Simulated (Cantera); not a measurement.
Charge: 1 mol Si3N4, 0.32 mol N2O, 5.7 mol N2, equilibrated at 750 Torr.

Equilibrium computed with Cantera from the NASA thermochemical tables; the gas is ideal and each condensed phase is pure. Candidate condensed phases: Si, SiO2, Si2N2O, Si3N4; 16 gas species. Kinetics and transport are ignored. All values below are at 973 K.

Base state: N2 1.00 (mole fractions); condensed: Si2N2O(s) + Si3N4(s).

### Question
What changes in the equilibrium state with this change: 1.9 mol Cl2 added?

### Answer
```tsv
species	before	after
N2	1.00	0.877
SiCl4	0	0.123
SiCl3	0	1.11e-5
Si2N2O(s), mol	0.320	0.320
Si3N4(s), mol	0.787	0.470
```
The tables' values for SiCl3 are old estimates; treat these amounts as uncertain.
